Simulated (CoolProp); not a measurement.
Saturation properties of R1234yf (Tc = 367.8 K, pc = 3.384 MPa, ω = 0.276).

The numbers come from the reference Helmholtz-energy equation of state, Lemmon 2022 in CoolProp.

```json
[
 {"T (K)": "292", "p (MPa)": "0.5723", "vapour density (kg/m³)": "31.68", "liquid cp (kJ/(kg K))": "1.367", "surface tension (mN/m)": "6.94", "vapour viscosity (µPa s)": "12.2", "liquid conductivity (mW/(m K))": "65.4"},
 {"T (K)": "298.3", "p (MPa)": "0.6856", "vapour density (kg/m³)": "38.05", "liquid cp (kJ/(kg K))": "1.394", "surface tension (mN/m)": "6.15", "vapour viscosity (µPa s)": "12.6", "liquid conductivity (mW/(m K))": "63.5"},
 {"T (K)": "304.5", "p (MPa)": "0.8127", "vapour density (kg/m³)": "45.37", "liquid cp (kJ/(kg K))": "1.425", "surface tension (mN/m)": "5.40", "vapour viscosity (µPa s)": "12.9", "liquid conductivity (mW/(m K))": "61.6"},
 {"T (K)": "310.7", "p (MPa)": "0.9566", "vapour density (kg/m³)": "53.91", "liquid cp (kJ/(kg K))": "1.460", "surface tension (mN/m)": "4.68", "vapour viscosity (µPa s)": "[?]", "liquid conductivity (mW/(m K))": "59.8"},
 {"T (K)": "317", "p (MPa)": "1.122", "vapour density (kg/m³)": "64.08", "liquid cp (kJ/(kg K))": "1.502", "surface tension (mN/m)": "[?]", "vapour viscosity (µPa s)": "13.6", "liquid conductivity (mW/(m K))": "[?]"},
 {"T (K)": "323.2", "p (MPa)": "1.304", "vapour density (kg/m³)": "75.86", "liquid cp (kJ/(kg K))": "1.552", "surface tension (mN/m)": "3.32", "vapour viscosity (µPa s)": "14.0", "liquid conductivity (mW/(m K))": "56.1"},
 {"T (K)": "329.5", "p (MPa)": "1.511", "vapour density (kg/m³)": "90.06", "liquid cp (kJ/(kg K))": "1.615", "surface tension (mN/m)": "2.68", "vapour viscosity (µPa s)": "14.5", "liquid conductivity (mW/(m K))": "54.3"},
 {"T (K)": "335.7", "p (MPa)": "1.738", "vapour density (kg/m³)": "106.8", "liquid cp (kJ/(kg K))": "1.697", "surface tension (mN/m)": "2.10", "vapour viscosity (µPa s)": "15.1", "liquid conductivity (mW/(m K))": "52.5"},
 {"T (K)": "342", "p (MPa)": "1.995", "vapour density (kg/m³)": "127.7", "liquid cp (kJ/(kg K))": "1.813", "surface tension (mN/m)": "1.55", "vapour viscosity (µPa s)": "15.8", "liquid conductivity (mW/(m K))": "50.7"},
 {"T (K)": "348.2", "p (MPa)": "2.275", "vapour density (kg/m³)": "153.6", "liquid cp (kJ/(kg K))": "1.989", "surface tension (mN/m)": "1.06", "vapour viscosity (µPa s)": "16.7", "liquid conductivity (mW/(m K))": "48.9"}
]
```

Task: Some entries are withheld; supply them.

Result: 
- 310.7, vapour viscosity (µPa s): 13.2
- 317, surface tension (mN/m): 3.98
- 317, liquid conductivity (mW/(m K)): 57.9

It boils at 243.7 K under 1 atm.

Viscosity comes from a separate model (Bell 2016), an estimate that may be off by 10 % or more. Thermal conductivity comes from a separate model (Perkins 2011). Surface tension comes from a separate correlation (Mulero 2012).
